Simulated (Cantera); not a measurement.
# Thermodynamics of silicon oxide and oxynitride deposition, feed SiF4 + N2O + H2

Charge: 1 mol SiF4, 2.8 mol N2O, 4.2 mol H2, at 75.0 Torr.

These are equilibrium values from Cantera (NASA tables, ideal gas, pure condensed phases), not measurements of a reactor. Candidate condensed phases: H2O, Si, SiO2, Si2N2O, Si3N4; 58 gas species. The tables' values for SiF3, SiF2, SiO2 are old estimates; treat these amounts as uncertain. The tables hold silica as quartz up to 1696 K and as liquid above; real silica turns to tridymite and cristobalite and melts near 1996 K. Gases not in the tables: Si(OH)4. Equilibrium is a limit: real reactors are often held back by kinetics, nucleation or transport.

At 773 K the condensed part is SiO2(α-quartz). From 923 K to 1673 K the condensed part is SiO2(β-quartz). From 1823 K to 1973 K the condensed part is SiO2(condensed). At 2123 K the condensed part is SiO2(l). The share of Si in condensed phases is highest at 1973 K (96.8 %) and lowest at 773 K (27.7 %).

```json
[
 {"T (K)": "773", "x HF": "0.134", "x N2": "0.338", "x H2O": "0.271", "x H2": "0.169", "x SiF4": "0.0873", "x SiO": "<1e-12", "n SiO2(α-quartz)": "0.277", "n SiO2(β-quartz)": "0", "n SiO2(condensed)": "0", "n SiO2(l)": "0"},
 {"T (K)": "923", "x HF": "0.219", "x N2": "0.331", "x H2O": "0.221", "x H2": "0.165", "x SiF4": "0.0634", "x SiO": "<1e-12", "n SiO2(α-quartz)": "0", "n SiO2(β-quartz)": "0.464", "n SiO2(condensed)": "0", "n SiO2(l)": "0"},
 {"T (K)": "1073", "x HF": "0.292", "x N2": "0.324", "x H2O": "0.179", "x H2": "0.162", "x SiF4": "0.0429", "x SiO": "<1e-12", "n SiO2(α-quartz)": "0", "n SiO2(β-quartz)": "0.630", "n SiO2(condensed)": "0", "n SiO2(l)": "0"},
 {"T (K)": "1223", "x HF": "0.345", "x N2": "0.320", "x H2O": "0.147", "x H2": "0.160", "x SiF4": "0.0279", "x SiO": "<1e-12", "n SiO2(α-quartz)": "0", "n SiO2(β-quartz)": "0.756", "n SiO2(condensed)": "0", "n SiO2(l)": "0"},
 {"T (K)": "1373", "x HF": "0.382", "x N2": "0.317", "x H2O": "0.126", "x H2": "0.158", "x SiF4": "0.0176", "x SiO": "3.86e-10", "n SiO2(α-quartz)": "0", "n SiO2(β-quartz)": "0.844", "n SiO2(condensed)": "0", "n SiO2(l)": "0"},
 {"T (K)": "1523", "x HF": "0.405", "x N2": "0.315", "x H2O": "0.112", "x H2": "0.157", "x SiF4": "0.0110", "x SiO": "4.64e-8", "n SiO2(α-quartz)": "0", "n SiO2(β-quartz)": "0.902", "n SiO2(condensed)": "0", "n SiO2(l)": "0"},
 {"T (K)": "1673", "x HF": "0.420", "x N2": "0.313", "x H2O": "0.103", "x H2": "0.157", "x SiF4": "0.00682", "x SiO": "2.27e-6", "n SiO2(α-quartz)": "0", "n SiO2(β-quartz)": "0.939", "n SiO2(condensed)": "0", "n SiO2(l)": "0"},
 {"T (K)": "1823", "x HF": "0.429", "x N2": "0.312", "x H2O": "0.0978", "x H2": "0.156", "x SiF4": "0.00413", "x SiO": "5.44e-5", "n SiO2(α-quartz)": "0", "n SiO2(β-quartz)": "0", "n SiO2(condensed)": "0.961", "n SiO2(l)": "0"},
 {"T (K)": "1973", "x HF": "0.434", "x N2": "0.311", "x H2O": "0.0952", "x H2": "0.154", "x SiF4": "0.00249", "x SiO": "0.000760", "n SiO2(α-quartz)": "0", "n SiO2(β-quartz)": "0", "n SiO2(condensed)": "0.968", "n SiO2(l)": "0"},
 {"T (K)": "2123", "x HF": "0.434", "x N2": "0.309", "x H2O": "0.0980", "x H2": "0.146", "x SiF4": "0.00139", "x SiO": "0.00649", "n SiO2(α-quartz)": "0", "n SiO2(β-quartz)": "0", "n SiO2(condensed)": "0", "n SiO2(l)": "0.924"}
]
```
x: gas mole fraction; n: condensed amount in mol.
